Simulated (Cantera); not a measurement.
An isothermal, constant-pressure homogeneous reactor starts with CH4 : H2 : H = 0.023 : 1 : 0.092 (molar parts), at 2000 K and 10.00 Torr.

Cantera simulation using GRI-Mech 3.0 (53 species, 325 reactions); the numbers are that mechanism's predictions, not measurements. GRI-Mech 3.0 stops at C3 and has no aromatics, soot or wall deposition, so with more carbon than oxygen in the feed, carbon stays in small species such as C2H2 where larger ones or solid carbon would form. Radical loss at walls, strong at low pressure, is not modelled.

One state of this run: x CH4 = 2.00e-5; x H2 = 0.976; x H = 0.0140; x C2H = 2.80e-6; x CH2 = 1.05e-7. x: mole fraction; the columns are a selection and need not sum to one.

**Question.** Which value of t (s) does it belong to?
A. 0.00978
B. 5.00e-5
C. 0.137
D. 100

**Answer.** D, 100
